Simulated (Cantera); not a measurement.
A perfectly stirred reactor is fed with NH₃ : N₂ = 1 : 0.22 (molar parts), at 0.286 atm; it is held at 1950 K, and followed from long to short residence time.

Cantera simulation using the gas-phase N/H chemistry of the illustrative SiF4/NH3 mechanism in the Surface Chemkin manual (1991); the numbers are that mechanism's predictions, not measurements. Walls and surfaces, which speed up NH3 decomposition in real reactors, are not modelled.

Task: What does this change do: temperature 1950 to 1550 K?

Result: 
```
quantity                  before     after
----------------------  --------  --------
x(NH₃) at τ = 9.30 s      0.0152     0.623
x(N) at τ = 9.30 s       5.10e-7   4.69e-9
x(N₂) at τ = 9.30 s        0.321     0.215
x(N₂H₂) at τ = 9.30 s    3.82e-8   3.75e-7
x(NH₂) at τ = 9.30 s     6.01e-5   6.06e-5
x(NH₃) at τ = 47.0 ms      0.618     0.818
x(N) at τ = 47.0 ms      3.41e-7  1.21e-10
x(N₂) at τ = 47.0 ms       0.216     0.181
x(N₂H₂) at τ = 47.0 ms   3.52e-6   5.53e-7
x(NH₂) at τ = 47.0 ms   0.000749   7.18e-5
```

Task: What does this change do: N2 0.22 to 2 parts?

Result: 
```tsv
quantity	before	after
x(NH₃) at τ = 9.30 s	0.0152	0.00788
x(N) at τ = 9.30 s	5.10e-7	5.28e-7
x(N₂) at τ = 9.30 s	0.321	0.626
x(N₂H₂) at τ = 9.30 s	3.82e-8	2.07e-8
x(NH₂) at τ = 9.30 s	6.01e-5	3.94e-5
x(NH₃) at τ = 47.0 ms	0.618	0.265
x(N) at τ = 47.0 ms	3.41e-7	3.74e-7
x(N₂) at τ = 47.0 ms	0.216	0.658
x(N₂H₂) at τ = 47.0 ms	3.52e-6	1.31e-6
x(NH₂) at τ = 47.0 ms	0.000749	0.000464
```
